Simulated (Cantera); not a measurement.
A closed system holds: 1 mol Si(CH3)4, 0.25 mol C2H2, 1000 mol H2, at 533 Torr.

Method: chemical equilibrium by Gibbs-energy minimisation in Cantera with the NASA 1993 tables (ideal gas, pure condensed phases). Candidate condensed phases: C, C6H6, C7H8, C8H18, Si, SiC; 87 gas species. Gases not in the tables: Si2H6 and higher silanes. Kinetics and transport are ignored.

Q: Which condensed phases are stable at each of these points (T (K)): 1225, 1325, 1425, 1525, 1625, 1725, 1825, 1925, 2025, 2125?

A: 
```json
[
 {"T (K)": "1225", "condensed phases": "SiC(s)", "Si condensed (%)": "100.0"},
 {"T (K)": "1325", "condensed phases": "SiC(s)", "Si condensed (%)": "100.0"},
 {"T (K)": "1425", "condensed phases": "C(graphite) + SiC(s)", "Si condensed (%)": "100.0"},
 {"T (K)": "1525", "condensed phases": "C(graphite) + SiC(s)", "Si condensed (%)": "100.0"},
 {"T (K)": "1625", "condensed phases": "C(graphite) + SiC(s)", "Si condensed (%)": "100.0"},
 {"T (K)": "1725", "condensed phases": "C(graphite) + SiC(s)", "Si condensed (%)": "100.0"},
 {"T (K)": "1825", "condensed phases": "C(graphite) + SiC(s)", "Si condensed (%)": "99.9"},
 {"T (K)": "1925", "condensed phases": "C(graphite) + SiC(s)", "Si condensed (%)": "99.5"},
 {"T (K)": "2025", "condensed phases": "C(graphite) + SiC(s)", "Si condensed (%)": "98.4"},
 {"T (K)": "2125", "condensed phases": "SiC(s)", "Si condensed (%)": "94.9"}
]
```

From 1225 K to 1325 K the condensed part is SiC(s). From 1425 K to 2025 K the condensed part is C(graphite) + SiC(s). At 2125 K the condensed part is SiC(s).
